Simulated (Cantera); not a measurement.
A closed system holds: 1 mol TiO2, 2.2 mol CH4, 0.08 mol CO, at 1852 °C.

These are equilibrium values from Cantera (NASA tables, ideal gas, pure condensed phases), not measurements of a reactor. Candidate condensed phases: C, C6H6, C7H8, C8H18, H2O, Ti, TiC, TiO, TiO2, Ti2O3, Ti3O5, Ti4O7; 113 gas species. Mutual solubility and eutectic melting of coexisting phases are not modelled. TiC, TiO: taken at fixed stoichiometry. Condensed phases not in the tables: solid solutions among these carbides, nitrides and lower oxides. Equilibrium is a limit: real reactors are often held back by kinetics, nucleation or transport.

### Question
What share of the Ti ends up in condensed phases as a function of P (Pa), at 10, 100, 1000, 10000, 100000, 1000000?

### Answer
| P (Pa) | Ti condensed (%) | as |
|---|---|---|
| 10 | 24.1 | TiC(s) |
| 100 | 91.9 | TiC(s) + TiO(l) |
| 1000 | 99.6 | TiC(s) + TiO(l) |
| 10000 | 100.0 | TiC(s) + TiO(l) |
| 100000 | 100.0 | TiC(s) + TiO(l) |
| 1000000 | 100.0 | TiC(s) + Ti2O3(l) |
